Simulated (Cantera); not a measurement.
**Equilibrium for chemical vapour transport: Si + Br2 + N2**

A closed system holds: 1 mol Si, a varied amount of Br2, 0.097 mol N2, equilibrated at 17.0 mbar.

Method: chemical equilibrium by Gibbs-energy minimisation in Cantera with the NASA 1993 tables (ideal gas, pure condensed phases). Candidate condensed phases: Br2, Si, Si3N4; 13 gas species. N2 is the only nitrogen source here; it is nearly inert below about 1500 K, so the nitride shown seldom forms there in practice. Mutual solubility and eutectic melting of coexisting phases are not modelled. The tables' values for SiBr3 are old estimates. The numbers say what is thermodynamically allowed, not how fast it happens.

Stable condensed phases:

```
T in K \ n(Br2) in mol
         0.08 0.11 0.15 0.22  0.3 0.42 0.58 0.82  1.1
   1773     A    A    A    B    B    B    B    B    C
   1673     A    A    A    A    A    A    A    A    C
   1573     A    A    A    A    A    A    A    A    C
   1473     A    A    A    A    A    A    A    A    D
   1373     A    A    A    A    A    A    A    A    D
   1273     A    A    A    A    A    A    A    A    A
   1173     A    A    A    A    A    A    A    A    A
   1073     A    A    A    A    A    A    A    A    A
    973     A    A    A    A    A    A    A    A    A
    873     A    A    A    A    A    A    A    A    A
    773     A    A    A    A    A    A    A    A    A
```

A: Si + Si3N4; B: Si; C: gas only; D: Si3N4.
